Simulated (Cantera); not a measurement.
Mixture: CH₄ : O₂ : N₂ = 1 : 3.64 : 13.7 (molar parts), equivalence ratio 0.55, at 5.00 bar, adiabatic and at constant pressure. Ignition delay is the time to a rise of 400 K.

Cantera simulation using GRI-Mech 3.0 (53 species, 325 reactions); the numbers are that mechanism's predictions, not measurements.

### Question
Predict: delay at 1100 K; delay at 1300 K; delay at 1500 K; delay at 1700 K; apparent activation energy between 1600 and 1800 K.

### Answer
```json
{
 "delay at 1100 K": "29.4 ms",
 "delay at 1300 K": "2.19 ms",
 "delay at 1500 K": "0.268 ms",
 "delay at 1700 K": "51.6 µs",
 "apparent activation energy between 1600 and 1800 K": "170 kJ/mol"
}
```
